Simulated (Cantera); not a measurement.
Input: 1 mol Si, 0.2 mol N2O, 270 mol H2, equilibrated at 5.30e-6 bar.

Cantera equilibrium calculation (NASA polynomials, part measured and part estimated; ideal gas, pure solids and liquids). Candidate condensed phases: H2O, Si, SiO2, Si2N2O, Si3N4; 35 gas species. Mutual solubility and eutectic melting of coexisting phases are not modelled. The numbers say what is thermodynamically allowed, not how fast it happens.

x: gas mole fraction; n: condensed amount in mol.

```tsv
T (K)	x H2	x H	x Si	x SiO	n Si(s)	n Si2N2O(s)
1100	1.000	1.12e-5	4.46e-9	…	0.602	0.198
1200	0.999	8.57e-5	2.62e-7	…	0.682	0.118
1300	0.998	0.000480	8.17e-6	0.000739	0.798	0
1400	0.996	0.00211	0.000155	0.000739	0.757	0
1500	0.989	0.00760	0.00199	0.000735	0.254	0
1600	0.972	0.0233	0.00290	0.000729	0	0
1700	0.934	0.0619	0.00285	0.000715	0	0
1800	0.852	0.144	0.00273	0.000685	0	0
1900	0.706	0.290	0.00252	…	0	0
2000	0.498	0.499	0.00221	…	0	0
```

Q: Fill in the missing entries.

A: 
- 1100, x SiO: 6.85e-6
- 1200, x SiO: 0.000303
- 1900, x SiO: 0.000631
- 2000, x SiO: 0.000554
